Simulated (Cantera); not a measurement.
## Equilibrium for hydrogen reduction and annealing atmospheres: FeS2 + H2

Input: 1 mol FeS2, a varied amount of H2, held at 1.33 mbar.

Equilibrium computed with Cantera from the NASA thermochemical tables; the gas is ideal and each condensed phase is pure. Candidate condensed phases: Fe, FeS, FeS2, S; 8 gas species. The numbers say what is thermodynamically allowed, not how fast it happens.

Stable condensed phases:

```
T in °C \ n(H2) in mol
         1.2 2.7 5.9  13  29  66 150 330
   1900    A   A   A   A   A   A   A   A
   1875    A   A   A   A   A   A   A   A
   1850    A   A   A   A   A   A   A   A
   1825    A   A   A   A   A   A   A   A
   1800    A   A   A   A   A   A   A   A
   1775    A   A   A   A   A   A   A   A
   1750    A   A   A   A   A   A   A   A
   1725    B   A   A   A   A   A   A   A
   1700    B   B   A   A   A   A   A   A
   1675    B   B   A   A   A   A   A   A
   1650    B   B   B   A   A   A   A   A
   1625    B   B   B   A   A   A   A   A
```

A: gas only; B: Fe.
